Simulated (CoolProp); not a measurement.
R236FA at 349.67 K and 6.74 MPa is throttled through a valve to 1.8 MPa with no heat exchange. Each further row changes one setting.

The numbers come from the reference Helmholtz-energy equation of state, Pan 2012 in CoolProp.

| case | temperature change (K) | final phase | final density (kg/m³) |
|---|---|---|---|
| as stated | -0.8 | liquid | 1170 |
| outlet pressure 0.54 MPa | -29.2 | two-phase, vapour fraction 0.288 | 117 |
| outlet pressure 2.34 MPa | -0.6 | liquid | 1170 |
